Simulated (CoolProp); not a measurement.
R404A at several states: Z from the reference equation and from simpler models built on Tc = 72.1 °C, pc = 3735 kPa, ω = 0.293; each cubic takes its own stable root.

Model: reference Helmholtz-energy equation of state, Lemmon 2003, in CoolProp. It is a pseudo-pure fit of the blend.

```tsv
T (°C)	p (kPa)	phase	reference
-1.25	20.7	gas	0.9952
118.15	263	gas	0.9834
-18.65	946	liquid	0.03577
66.55	53.5	gas	0.9945
188.05	10400	supercritical	0.7164
```

Q: How far does each simpler model (van der Waals, Soave-Redlich-Kwong) lie from the reference over these 5 states: mean and median of the absolute difference, and the worst?

A: 
- van der Waals: mean 437.0 %, median 0.2 %, worst +2175.9 % at -18.65 °C and 946 kPa
- Soave-Redlich-Kwong: mean 5.1 %, median 0.1 %, worst +14.8 % at -18.65 °C and 946 kPa

At some of these states van der Waals gives the other phase, because its saturation line lies elsewhere.
